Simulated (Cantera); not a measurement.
Input: 1 mol n-butane, 0.058 mol NH₃, 3.3 mol H₂O, held at 380 Pa.

These are equilibrium values from Cantera (NASA tables, ideal gas, pure condensed phases), not measurements of a reactor. Candidate condensed phases: C, C₆H₆, C₇H₈, C₈H₁₈, H₂O; 169 gas species. Ions and electrons are included (thermal ionisation). Rates play no part.

x: gas mole fraction; n: condensed amount in mol.

```json
[
 {"T (K)": "2000", "x H": "0.0220", "x H₂": "0.696", "x CO": "0.279", "x C": "8.01e-9", "x O": "6.30e-12", "x C₃": "7.29e-9", "x C₂H₂ (acetylene)": "0.000535", "n C(graphite)": "0.680"},
 {"T (K)": "2500", "x H": "0.280", "x H₂": "0.470", "x CO": "0.242", "x C": "4.38e-5", "x O": "5.07e-10", "x C₃": "0.000131", "x C₂H₂ (acetylene)": "0.00508", "n C(graphite)": "0.522"},
 {"T (K)": "3000", "x H": "0.725", "x H₂": "0.0802", "x CO": "0.175", "x C": "0.00590", "x O": "1.77e-8", "x C₃": "0.00709", "x C₂H₂ (acetylene)": "0.000974", "n C(graphite)": "0"},
 {"T (K)": "3500", "x H": "0.800", "x H₂": "?", "x CO": "0.160", "x C": "?", "x O": "?", "x C₃": "?", "x C₂H₂ (acetylene)": "?", "n C(graphite)": "0"},
 {"T (K)": "4000", "x H": "0.805", "x H₂": "0.000969", "x CO": "0.159", "x C": "0.0334", "x O": "0.000171", "x C₃": "1.87e-6", "x C₂H₂ (acetylene)": "2.16e-9", "n C(graphite)": "0"},
 {"T (K)": "4500", "x H": "0.801", "x H₂": "?", "x CO": "0.152", "x C": "?", "x O": "?", "x C₃": "?", "x C₂H₂ (acetylene)": "?", "n C(graphite)": "0"},
 {"T (K)": "5000", "x H": "0.772", "x H₂": "5.47e-5", "x CO": "0.110", "x C": "0.0734", "x O": "0.0415", "x C₃": "6.19e-9", "x C₂H₂ (acetylene)": "<1e-12", "n C(graphite)": "0"}
]
```

Task: What belongs in the gaps?

Result: 
- 3500, x H₂: 0.00697
- 3500, x C: 0.0294
- 3500, x O: 1.74e-6
- 3500, x C₃: 0.000407
- 3500, x C₂H₂ (acetylene): 2.11e-6
- 4500, x H₂: 0.000204
- 4500, x C: 0.0389
- 4500, x O: 0.00561
- 4500, x C₃: 3.34e-8
- 4500, x C₂H₂ (acetylene): 1.12e-11
